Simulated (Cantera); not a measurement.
Mixture: H2 : O2 : N2 : H2O = 1 : 1.11 : 3.56 : 0.35 (molar parts), equivalence ratio 0.45, at 3750 Torr, adiabatic and at constant pressure. Ignition delay is the time to a rise of 400 K.

Model: the H2/O2 subset of GRI-Mech 3.0, which has no nitrogen chemistry, integrated in Cantera. The hydrogen kinetics of GRI-Mech 3.0 are dated; newer H2 mechanisms differ, most at raised pressure.

Question: What does this change do: pressure from 3750 Torr to 1950 Torr?

Answer: 
```
quantity                                               before      after
--------------------------------------------------  ---------  ---------
delay at 1025 K                                       10.1 ms    9.89 ms
delay at 1125 K                                      0.829 ms   0.103 ms
delay at 1225 K                                       24.1 µs    21.9 µs
delay at 1325 K                                       7.48 µs    11.9 µs
delay at 1425 K                                       4.35 µs    8.11 µs
apparent activation energy between 1325 and 1425 K  85 kJ/mol  60 kJ/mol
```
Where the delays flatten at high temperature, the 400 K rule measures the pace of heat release, not the induction time.

Question: What does this change do: pressure from 3750 Torr to 760 Torr?

Answer: 
| quantity | before | after |
|---|---|---|
| delay at 1025 K | 10.1 ms | 0.392 ms |
| delay at 1125 K | 0.829 ms | 86.1 µs |
| delay at 1225 K | 24.1 µs | 45.8 µs |
| delay at 1325 K | 7.48 µs | 31.1 µs |
| delay at 1425 K | 4.35 µs | 24.7 µs |
Where the delays flatten at high temperature, the 400 K rule measures the pace of heat release, not the induction time.
